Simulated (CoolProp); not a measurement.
Saturation properties of n-perfluorobutane.

Computed with CoolProp (reference Helmholtz-energy equation of state, Gao 2022).

```
T (°C)  p (kPa)  liquid density (kg/m³)  enthalpy of vaporisation (kJ/kg)  vapour Z
------  -------  ----------------------  --------------------------------  --------
12.15     173.2                    1545                             92.79    0.9290
20.75     232.7                    1512                             89.71    0.9117
29.35     306.5                    1478                             86.46    0.8919
37.95     396.9                    1443                             83.00    0.8691
46.55     505.9                    1406                             79.29    0.8432
55.15     636.0                    1366                             75.26    0.8136
63.75     789.7                    1322                             70.83    0.7797
72.35     969.9                    1274                             65.86    0.7407
80.95      1180                    1219                             60.16    0.6951
```

It boils at -2.0 °C under 1 atm.
